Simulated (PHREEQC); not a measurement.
1 kg of water holding 0.2 mol/kgw KCl meets 20 L of dry gas (CO2 0.5, CH4 0.5 by moles) at fixed total pressure, at 10 °C; fugacities by Peng-Robinson. The gases take part in no redox reaction, some water evaporates into the gas, and hydrates or a liquid gas phase aren't modelled. Nothing may precipitate in this run.

The numbers come from PHREEQC with the ion-association model, phreeqc.dat.

```
P (atm)  dissolved CO2 (all carbonate carbon) (mol/kgw)  φ of CO2  p of CO2 (atm)  dissolved CH4 (mol/kgw)  φ of CH4  p of CH4 (atm)    pH
-------  ----------------------------------------------  --------  --------------  -----------------------  --------  --------------  ----
1                                                0.0246     0.994           0.480                  0.00113     0.998           0.508  4.01
2                                                0.0491     0.987           0.966                  0.00226     0.995            1.02  3.86
3                                                0.0733     0.981            1.45                  0.00339     0.993            1.53  3.78
5                                                 0.121     0.969            2.43                  0.00561     0.988            2.56  3.67
7.5                                               0.178     0.953            3.65                  0.00834     0.982            3.84  3.58
10                                                0.233     0.938            4.87                   0.0110     0.976            5.12  3.53
15                                                0.337     0.908            7.31                   0.0162     0.964            7.67  3.44
20                                                0.433     0.878            9.77                   0.0211     0.953            10.2  3.39
```

Complexes and solids missing from the database can't appear. Away from 25 °C the constants follow the database's enthalpies or fits; those with neither stay at their 25 °C values.
